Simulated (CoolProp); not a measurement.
Vapour-liquid equilibrium of ethanol (1) + cyclohexane (2) at 13.1 bar; x and y are mole fractions of (1).

Model: multi-fluid Helmholtz-energy mixture model, Schroeder 2014 and Zhou 2014; pair parameters Bell 2016, in CoolProp.

Task: Give the bubble temperature and the first vapour's composition at x = 0.45, 0.75, 0.85. Is there an azeotrope?

Result: x = 0.45: 433.5 K, y = 0.589; x = 0.75: 431.5 K, y = 0.739; x = 0.85: 432.2 K, y = 0.819. y crosses x between x = 0.65 and 0.75: the model has an azeotrope there.

The pair parameters rest on a limited set of measurements; away from them the model extrapolates.
